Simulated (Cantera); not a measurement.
Input (Python, Cantera) and output of one run.

```python
import numpy as np
import cantera as ct

gas_names = """
    Cu CuO Cu2 H HO2 H2 H2O H2O2 O OH O2 O3
""".split()
cond_names = """
    Cu(cr) Cu(L) CuO(s) CuO2H2(s) Cu2O(s) Cu2O(L) H2O(s) H2O(L)
""".split()


def load(file, names, dense=False):
    # The tables refer to 1 bar. Condensed volumes are neglected.
    table = {s.name: s for s in ct.Species.list_from_file(file)}
    out = []
    for n in names:
        d = dict(table[n].input_data)
        d["thermo"] = dict(d["thermo"], **{"reference-pressure": 1e5})
        if dense:
            d["equation-of-state"] = {"model": "constant-volume", "density": "1e6 g/cm^3"}
        out.append(ct.Species.from_dict(d))
    return out


gas = ct.Solution(thermo="ideal-gas", species=load("nasa_gas.yaml", gas_names))
cond = {s.name: ct.Solution(thermo="fixed-stoichiometry", species=[s], name=s.name)
        for s in load("nasa_condensed.yaml", cond_names, dense=True)}
atoms = {
    'Cu2O': {'Cu': 2, 'O': 1},
    'H2': {'H': 2},
    'H2O': {'H': 2, 'O': 1},
}
top_T = {'CuO(s)': 1390}  # K; cautious upper limits of use, not melting points


def equilibrate(T, P, feed):
    n = {}
    for name, mol in feed.items():
        for a, k in atoms[name].items():
            n[a] = n.get(a, 0.0) + k * mol
    gas.TPX = T, P, n
    mass = sum(n.values()) * gas.mean_molecular_weight
    gas.equilibrate("TP")
    valid = [c for c in cond.values() if c.min_temp <= T <= top_T.get(c.name, c.max_temp)]
    mix = ct.Mixture([(gas, mass / gas.mean_molecular_weight)] + [(c, 0.0) for c in valid])
    mix.T, mix.P = T, P
    mix.equilibrate("TP", solver="vcs", rtol=1e-11, max_steps=5000)
    return mix


results = []
feed = {'Cu2O': 1, 'H2': 790, 'H2O': 0.042}  # mol
P = 1333.22  # Pa
for T in [948, 1048, 1148, 1248, 1348, 1448, 1548, 1648, 1748]:
    mix = equilibrate(T, P, feed)
    results.append((T, P, feed, dict(zip(mix.species_names, mix.species_moles))))

top = {s: max(r[3][s] / sum(r[3][g] for g in gas_names) for r in results) for s in gas_names}
cols = sorted((s for s in top if top[s] > 0.001), key=lambda s: -top[s])[:9]
seen = [c for c in cond_names if any(r[3].get(c, 0) > 1e-12 for r in results)]
print("log10 of partial pressures in bar; condensed amounts in mol")
print(f"{'T/K':>10s}" + "".join(f"{s[:9]:>10s}" for s in cols + seen))
for T, P, feed, n in results:
    ng = sum(n[g] for g in gas_names)
    print(f"{T:10.4g}" + "".join(f"{np.log10(max(n[s] / ng * P / 1e5, 1e-99)):10.3f}" for s in cols)
          + "".join(f"{n.get(c, 0):10.4g}" for c in seen))
```

It prints:

```
log10 of partial pressures in bar; condensed amounts in mol
       T/K        H2        Cu         H       H2O    Cu(cr)     Cu(L)
       948    -1.876   -11.763   -10.218    -4.755         2         0
      1048    -1.876   -10.009    -9.050    -4.755         2         0
      1148    -1.876    -8.565    -8.083    -4.755         2         0
      1248    -1.876    -7.356    -7.269    -4.755     1.997         0
      1348    -1.876    -6.329    -6.574    -4.755     1.972         0
      1448    -1.876    -5.479    -5.973    -4.755         0     1.803
      1548    -1.876    -4.745    -5.450    -4.756         0    0.9315
      1648    -1.877    -4.473    -4.989    -4.756         0         0
      1748    -1.878    -4.473    -4.580    -4.756         0         0
```

Cantera equilibrium calculation (NASA polynomials, part measured and part estimated; ideal gas, pure solids and liquids).
